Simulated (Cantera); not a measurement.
## Pyrogenic steam for wet oxidation

An isothermal, constant-pressure homogeneous reactor starts with 6.67 % H₂, 6.67 % O₂, 86.7 % N₂, equivalence ratio 0.50, at 1125 K and 0.133 bar.

Detailed kinetics in Cantera: GRI-Mech 3.0 (53 species, 325 reactions). The temperature is held fixed by assumption; the heat of reaction is taken as removed at once.

```tsv
t (s)	x H₂	x O₂	x NO	x OH	x N₂O	x H₂O
7.00e-5	0.0667	0.0667	<1e-12	7.08e-11	<1e-12	3.40e-10
0.000242	0.0667	0.0667	<1e-12	1.35e-9	<1e-12	1.49e-8
0.000834	0.0666	0.0666	<1e-12	6.38e-6	4.88e-12	7.99e-5
0.00288	0.00400	0.0368	3.09e-6	0.00118	1.46e-8	0.0578
0.00993	0.000517	0.0345	3.96e-6	0.000367	2.70e-8	0.0680
0.0343	2.94e-5	0.0345	3.95e-6	8.05e-5	3.55e-8	0.0689
0.118	2.43e-6	0.0345	3.94e-6	2.52e-5	3.81e-8	0.0689
0.408	3.55e-7	0.0345	3.94e-6	1.03e-5	3.91e-8	0.0690
1.41	7.46e-8	0.0345	3.95e-6	4.91e-6	3.94e-8	0.0690
4.86	1.89e-8	0.0345	3.96e-6	2.51e-6	3.84e-8	0.0690
16.8	5.65e-9	0.0345	3.96e-6	1.37e-6	3.38e-8	0.0690
57.9	2.74e-9	0.0345	3.95e-6	9.39e-7	2.11e-8	0.0690
200	2.48e-9	0.0345	3.95e-6	8.88e-7	4.82e-9	0.0690
```
x: mole fraction; the columns are a selection and need not sum to one.

Equilibrium at this temperature and pressure: H₂ 2.47e-9, O₂ 0.0345, NO 4.61e-5, OH 8.86e-7, N₂O 1.32e-9, H₂O 0.0690 (gas phase only).
